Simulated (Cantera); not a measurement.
Cantera run:

```python
import numpy as np
import cantera as ct

gas_names = """
    H HO2 H2 H2O H2O2 O OH O2 O3
""".split()
cond_names = """
    H2O(s) H2O(L)
""".split()


# ... load() reads the species with a 1 bar reference pressure and builds the phases ...
atoms = {
    'H2O': {'H': 2, 'O': 1},
    'H2': {'H': 2},
}
top_T = {}  # K; cautious upper limits of use, not melting points


# ... equilibrate(T, P, feed) seeds the gas with the atoms and calls Mixture.equilibrate('TP', solver="vcs", rtol=1e-11, max_steps=5000) ...
results = []
feed = {'H2O': 1, 'H2': 0.12}  # mol
P = 7200  # Pa
for T in [2000, 2025, 2050, 2075, 2100, 2125, 2150, 2175, 2200, 2225, 2250, 2275]:
    mix = equilibrate(T, P, feed)
    results.append((T, P, feed, dict(zip(mix.species_names, mix.species_moles))))
    x = sorted(zip(gas.X, gas.species_names), reverse=True)
    print(f"T = {T:g} K  P = {P:g} Pa  gas = {mix.phase_moles(0):.4g} mol")
    print("   x: " + "  ".join(f"{s} {v:.3e}" for v, s in x if v > 1e-06))
    print("   condensed (mol): " + ("  ".join(f"{mix.phase(i).name} {mix.phase_moles(i):.4g}"
          for i in range(1, mix.n_phases) if mix.phase_moles(i) > 1e-12) or "none"))
```

It prints:

```
T = 2000 K  P = 7200 Pa  gas = 1.122 mol
   x: H2O 8.893e-01  H2 1.070e-01  H 1.982e-03  OH 1.646e-03  O2 7.993e-05  O 2.229e-05
   condensed (mol): none
T = 2025 K  P = 7200 Pa  gas = 1.123 mol
   x: H2O 8.885e-01  H2 1.070e-01  H 2.346e-03  OH 2.036e-03  O2 1.158e-04  O 3.243e-05
   condensed (mol): none
T = 2050 K  P = 7200 Pa  gas = 1.123 mol
   x: H2O 8.874e-01  H2 1.071e-01  H 2.767e-03  OH 2.506e-03  O2 1.660e-04  O 4.672e-05
   condensed (mol): none
T = 2075 K  P = 7200 Pa  gas = 1.124 mol
   x: H2O 8.862e-01  H2 1.072e-01  H 3.250e-03  OH 3.066e-03  O2 2.356e-04  O 6.667e-05
   condensed (mol): none
T = 2100 K  P = 7200 Pa  gas = 1.125 mol
   x: H2O 8.846e-01  H2 1.074e-01  H 3.806e-03  OH 3.731e-03  O2 3.309e-04  O 9.426e-05
   condensed (mol): none
T = 2125 K  P = 7200 Pa  gas = 1.126 mol
   x: H2O 8.828e-01  H2 1.077e-01  OH 4.516e-03  H 4.441e-03  O2 4.601e-04  O 1.320e-04
   condensed (mol): none
T = 2150 K  P = 7200 Pa  gas = 1.127 mol
   x: H2O 8.805e-01  H2 1.081e-01  OH 5.437e-03  H 5.167e-03  O2 6.329e-04  O 1.832e-04
   condensed (mol): none
T = 2175 K  P = 7200 Pa  gas = 1.128 mol
   x: H2O 8.778e-01  H2 1.086e-01  OH 6.509e-03  H 5.995e-03  O2 8.610e-04  O 2.519e-04
   condensed (mol): none
T = 2200 K  P = 7200 Pa  gas = 1.13 mol
   x: H2O 8.746e-01  H2 1.093e-01  OH 7.750e-03  H 6.938e-03  O2 1.158e-03  O 3.430e-04
   condensed (mol): none
T = 2225 K  P = 7200 Pa  gas = 1.132 mol
   x: H2O 8.707e-01  H2 1.101e-01  OH 9.174e-03  H 8.011e-03  O2 1.539e-03  O 4.626e-04
   condensed (mol): none
T = 2250 K  P = 7200 Pa  gas = 1.134 mol
   x: H2O 8.661e-01  H2 1.112e-01  OH 1.080e-02  H 9.231e-03  O2 2.020e-03  O 6.179e-04
   condensed (mol): none
T = 2275 K  P = 7200 Pa  gas = 1.137 mol
   x: H2O 8.607e-01  H2 1.126e-01  OH 1.263e-02  H 1.062e-02  O2 2.616e-03  O 8.173e-04
   condensed (mol): none
```

These are equilibrium values from Cantera (NASA tables, ideal gas, pure condensed phases), not measurements of a reactor.
